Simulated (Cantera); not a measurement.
An adiabatic, constant-pressure homogeneous reactor starts with H2 : O2 : N2 = 1 : 0.769 : 2.89 (molar parts), equivalence ratio 0.65, at 1325 K and 1.68 atm. Integrator tolerance rtol = 1e-08.

Detailed kinetics in Cantera: the H2/O2 subset of GRI-Mech 3.0, which has no nitrogen chemistry.

What does this change do: initial temperature 1325 to 1775 K?


```csv
quantity,before,after
time of steepest temperature rise,15.3 µs,3.84 µs
temperature at 10.0 s,2640 K,2850 K
equilibrium temperature,2640 K,2850 K
x(H2) at 10.0 s,0.00772 (gas-phase equilibrium 0.00772),0.0164 (gas-phase equilibrium 0.0164)
x(O2) at 10.0 s,0.0605 (gas-phase equilibrium 0.0605),0.0588 (gas-phase equilibrium 0.0588)
x(HO2) at 10.0 s,1.34e-5 (gas-phase equilibrium 1.34e-5),1.95e-5 (gas-phase equilibrium 1.95e-5)
x(H2O) at 10.0 s,0.217 (gas-phase equilibrium 0.217),0.195 (gas-phase equilibrium 0.195)
x(H2O2) at 10.0 s,6.54e-7 (gas-phase equilibrium 6.54e-7),8.43e-7 (gas-phase equilibrium 8.43e-7)
```

What does this change do: N2 2.89 to 2.1 parts?


```json
[
 {"quantity": "time of steepest temperature rise", "before": "15.3 µs", "after": "12.6 µs"},
 {"quantity": "temperature at 10.0 s", "before": "2640 K", "after": "2780 K"},
 {"quantity": "equilibrium temperature", "before": "2640 K", "after": "2780 K"},
 {"quantity": "x(H2) at 10.0 s", "before": "0.00772 (gas-phase equilibrium 0.00772)", "after": "0.0146 (gas-phase equilibrium 0.0146)"},
 {"quantity": "x(O2) at 10.0 s", "before": "0.0605 (gas-phase equilibrium 0.0605)", "after": "0.0731 (gas-phase equilibrium 0.0731)"},
 {"quantity": "x(HO2) at 10.0 s", "before": "1.34e-5 (gas-phase equilibrium 1.34e-5)", "after": "2.27e-5 (gas-phase equilibrium 2.27e-5)"},
 {"quantity": "x(H2O) at 10.0 s", "before": "0.217 (gas-phase equilibrium 0.217)", "after": "0.254 (gas-phase equilibrium 0.254)"},
 {"quantity": "x(H2O2) at 10.0 s", "before": "6.54e-7 (gas-phase equilibrium 6.54e-7)", "after": "1.08e-6 (gas-phase equilibrium 1.08e-6)"}
]
```

What does this change do: initial temperature 1325 to 1425 K?


| quantity | before | after |
|---|---|---|
| time of steepest temperature rise | 15.3 µs | 10.3 µs |
| temperature at 10.0 s | 2640 K | 2692 K |
| equilibrium temperature | 2640 K | 2692 K |
| x(H2) at 10.0 s | 0.00772 (gas-phase equilibrium 0.00772) | 0.00947 (gas-phase equilibrium 0.00947) |
| x(O2) at 10.0 s | 0.0605 (gas-phase equilibrium 0.0605) | 0.0601 (gas-phase equilibrium 0.0601) |
| x(HO2) at 10.0 s | 1.34e-5 (gas-phase equilibrium 1.34e-5) | 1.48e-5 (gas-phase equilibrium 1.48e-5) |
| x(H2O) at 10.0 s | 0.217 (gas-phase equilibrium 0.217) | 0.213 (gas-phase equilibrium 0.213) |
| x(H2O2) at 10.0 s | 6.54e-7 (gas-phase equilibrium 6.54e-7) | 7.04e-7 (gas-phase equilibrium 7.04e-7) |
